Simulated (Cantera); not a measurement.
Input: 1 mol Al, 0.22 mol O₂, 37 mol H₂, at 13300 Pa.

Equilibrium computed with Cantera from the NASA thermochemical tables; the gas is ideal and each condensed phase is pure. Candidate condensed phases: Al, Al₂O₃, H₂O; 19 gas species. Mutual solubility and eutectic melting of coexisting phases are not modelled. The numbers say what is thermodynamically allowed, not how fast it happens.

Which condensed phases are stable at each of these points (T (K)): 673, 773, 873, 973, 1073, 1173, 1273, 1373, 1473, 1573, 1673, 1773, 1873, 1973?


| T (K) | condensed phases | Al condensed (%) |
|---|---|---|
| 673 | Al(s) + Al₂O₃(s) | 100.0 |
| 773 | Al(s) + Al₂O₃(s) | 100.0 |
| 873 | Al(s) + Al₂O₃(s) | 100.0 |
| 973 | Al(l) + Al₂O₃(s) | 100.0 |
| 1073 | Al(l) + Al₂O₃(s) | 100.0 |
| 1173 | Al(l) + Al₂O₃(s) | 100.0 |
| 1273 | Al(l) + Al₂O₃(s) | 100.0 |
| 1373 | Al(l) + Al₂O₃(s) | 99.9 |
| 1473 | Al(l) + Al₂O₃(s) | 99.4 |
| 1573 | Al(l) + Al₂O₃(s) | 96.4 |
| 1673 | Al(l) + Al₂O₃(s) | 82.8 |
| 1773 | Al(l) + Al₂O₃(s) | 29.2 |
| 1873 | Al₂O₃(s) | 6.7 |
| 1973 | Al₂O₃(s) | 7.3 |

From 673 K to 873 K the condensed part is Al(s) + Al₂O₃(s). From 973 K to 1773 K the condensed part is Al(l) + Al₂O₃(s). From 1873 K to 1973 K the condensed part is Al₂O₃(s).
